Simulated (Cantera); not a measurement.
**Ignition delay**

Mixture: CH₄ : CO : O₂ : N₂ = 1 : 0.058 : 3.03 : 9.39 (molar parts), equivalence ratio 0.67, at 101000 Pa, adiabatic and at constant pressure. Ignition delay is the time to a rise of 400 K.

Computed with Cantera and GRI-Mech 3.0 (53 species, 325 reactions).

```
T0 (K)  delay (ms)
------  ----------
1200          31.8
1250          15.7
1300          8.10
1350          4.35
1400          2.43
1450          1.42
1500         0.870
```

The apparent activation energy between 1400 and 1500 K is 180 kJ/mol.
